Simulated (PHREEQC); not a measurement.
Dissolve 0.0084 mol Cu(NO3)2, 0.0022 mol ZnSO4 and 0.1 mol HF per kg of water at 25 °C. Closed to the air; pH follows from the charge balance.

Model: ion-association model, phreeqc.dat, run in PHREEQC.

No solid was allowed to form.

Task: Predict the pH, ionic strength.

Result: pH 2.04; ionic strength 0.0405 mol/kgw.

Task: In which forms is Cu present?

Result: Cu+2 89 %, CuF+ 6.3 %, CuSO4 4.9 % of the Cu.

Complexes and solids missing from the database can't appear.
